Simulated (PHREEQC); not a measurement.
A solution holds 0.00305 mol NiCl2, 0.065 mol KCl and 8.5e-05 mol MnSO4 per kg of water, at 25 °C. Closed to the air; pH follows from the charge balance.

Computed with PHREEQC (ion-association model, wateq4f.dat).

Precipitation was switched off in this run.

Problem. Predict the pH.

Solution. pH 6.38.

Problem. In which forms is S present?

Solution. SO4-2 78 %, KSO4- 14 %, NiSO4 7.1 % of the S.

Complexes and solids missing from the database can't appear.
